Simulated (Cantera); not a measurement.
Feed: 1 mol Si, a varied amount of Br₂, 1.1 mol H₂, at 0.00133 bar.

Cantera equilibrium calculation (NASA polynomials, part measured and part estimated; ideal gas, pure solids and liquids). Candidate condensed phases: Br₂, Si; 19 gas species. The tables' values for SiBr₃ are old estimates. Equilibrium is a limit: real reactors are often held back by kinetics, nucleation or transport.

Stable condensed phases, one row left out:

```
T in K \ n(Br₂) in mol
         0.9 1.2 1.5   2 2.6 3.5 4.5 5.9
   1425    A   A   B   B   B   B   B   B
   1375    A   A   B   B   B   B   B   B
   1325    A   A   B   B   B   B   B   B
   1275    A   A   B   B   B   B   B   B
   1175    A   A   A   B   B   B   B   B
   1125    A   A   A   B   B   B   B   B
   1075    A   A   A   B   B   B   B   B
   1025    A   A   A   A   B   B   B   B
    975    A   A   A   A   B   B   B   B
    925    A   A   A   A   B   B   B   B
    875    A   A   A   A   B   B   B   B
```

A: Si; B: gas only.

Q: Give the row for 1225 K.

A: 0.9: Si; 1.2: Si; 1.5: gas only; 2: gas only; 2.6: gas only; 3.5: gas only; 4.5: gas only; 5.9: gas only.
